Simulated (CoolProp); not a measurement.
Vapour-liquid equilibrium of n-heptane (1) + ethylbenzene (2) at 384.9 K; x and y are mole fractions of (1).

The numbers come from the multi-fluid Helmholtz-energy mixture model, Span 2003 and Zhou 2012; pair parameters Bell 2016 in CoolProp.

Problem. Give the bubble pressure and the first vapour's composition at x = 0.15, 0.55, 0.85. Is there an azeotrope?

Solution. x = 0.15: 0.07003 MPa, y = 0.381; x = 0.55: 0.1102 MPa, y = 0.767; x = 0.85: 0.1353 MPa, y = 0.928. No azeotrope shows between x = 0.05 and 0.95.

Pair parameters are fitted to limited data, so mixtures are less certain than the pure fluids.
